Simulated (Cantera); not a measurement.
Cantera run, input and output.

```python
import numpy as np
import cantera as ct

gas = ct.Solution("SiF4_NH3_mec.yaml", "gas")
gas.TPX = 1750, 35000, {'NH3': 1, 'N2': 0.28}
inlet = ct.Reservoir(gas, clone=True)

reactor = ct.IdealGasConstPressureReactor(gas, energy="off", clone=False)
exhaust = ct.Reservoir(gas, clone=True)
tau = [0.41, 0.24, 0.14, 0.081, 0.047, 0.027, 0.016, 0.0092, 0.0054, 0.0031][0]
for a, b in ((inlet, reactor), (reactor, exhaust)):
    ct.MassFlowController(a, b, mdot=lambda t: reactor.mass / tau)
net = ct.ReactorNet([reactor])
show = ['NH3', 'H', 'N', 'NH', 'N2', 'N2H4', 'N2H2']

rows = []
print(f"{'tau/s':>10s}{'T/K':>9s}" + "".join(f"{s:>11s}" for s in show))
for tau in [0.41, 0.24, 0.14, 0.081, 0.047, 0.027, 0.016, 0.0092, 0.0054, 0.0031]:
    net.initial_time = 0.0
    net.advance(30 * tau)
    before = gas.X
    net.advance(40 * tau)
    drift = np.max(np.abs(gas.X - before) / (gas.X + 1e-9))
    rows.append([gas.T, *gas[show].X, drift])
    print(f"{tau:10.3e}{gas.T:9.1f}" + "".join(f"{x:11.3e}" for x in gas[show].X))
```

Result:

```
     tau/s      T/K        NH3          H          N         NH         N2       N2H4       N2H2
 4.100e-01   1750.0  6.056e-01  2.226e-05  4.830e-08  1.625e-06  2.464e-01  9.410e-08  1.157e-06
 2.400e-01   1750.0  6.669e-01  1.417e-05  4.020e-08  1.588e-06  2.367e-01  1.087e-07  1.351e-06
 1.400e-01   1750.0  7.099e-01  8.776e-06  3.096e-08  1.510e-06  2.299e-01  1.207e-07  1.495e-06
 8.100e-02   1750.0  7.383e-01  5.305e-06  2.177e-08  1.403e-06  2.254e-01  1.302e-07  1.590e-06
 4.700e-02   1750.0  7.558e-01  3.178e-06  1.416e-08  1.290e-06  2.227e-01  1.370e-07  1.641e-06
 2.700e-02   1750.0  7.665e-01  1.870e-06  8.612e-09  1.185e-06  2.210e-01  1.408e-07  1.653e-06
 1.600e-02   1750.0  7.725e-01  1.127e-06  5.210e-09  1.099e-06  2.200e-01  1.411e-07  1.631e-06
 9.200e-03   1750.0  7.763e-01  6.579e-07  3.005e-09  1.017e-06  2.194e-01  1.372e-07  1.566e-06
 5.400e-03   1750.0  7.784e-01  3.916e-07  1.748e-09  9.333e-07  2.191e-01  1.283e-07  1.450e-06
 3.100e-03   1750.0  7.797e-01  2.286e-07  9.798e-10  8.247e-07  2.189e-01  1.119e-07  1.253e-06
```

Detailed kinetics in Cantera: the gas-phase N/H chemistry of the illustrative SiF4/NH3 mechanism in the Surface Chemkin manual (1991). Walls and surfaces, which speed up NH3 decomposition in real reactors, are not modelled.
